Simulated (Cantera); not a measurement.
Charge: 1 mol BF₃, 2 mol O₂, 4.7 mol H₂, held at 600 °C and 780 Pa.

Cantera equilibrium calculation (NASA polynomials, part measured and part estimated; ideal gas, pure solids and liquids). Gases not in the tables: H₃BO₃. The numbers say what is thermodynamically allowed, not how fast it happens.

```json
[
 {"species": "H₂O", "before": "0.563", "after": "0.441"},
 {"species": "H₂", "before": "0.118", "after": "0.255"},
 {"species": "HF", "before": "0.221", "after": "0.200"},
 {"species": "BF₃", "before": "0.0883", "after": "0.0951"},
 {"species": "(HBO₂)₃", "before": "0.00213", "after": "0.00147"},
 {"species": "HBO₂", "before": "1.03e-5", "after": "9.15e-6"},
 {"species": "B₃O₃F₃", "before": "0.00739", "after": "0.00796"},
 {"species": "BOF", "before": "2.01e-5", "after": "2.06e-5"},
 {"species": "B₂O₃(l), mol", "before": "0.155", "after": "0.136"}
]
```
Gas species are given as mole fractions.

Q: What was changed between the two runs?
A. pressure from 780 Pa to 15000 Pa
B. O₂ from 2 to 0.11 mol
C. H₂ from 4.7 to 0.13 mol
D. O₂ from 2 to 1.6 mol

A: D, O₂ from 2 to 1.6 mol
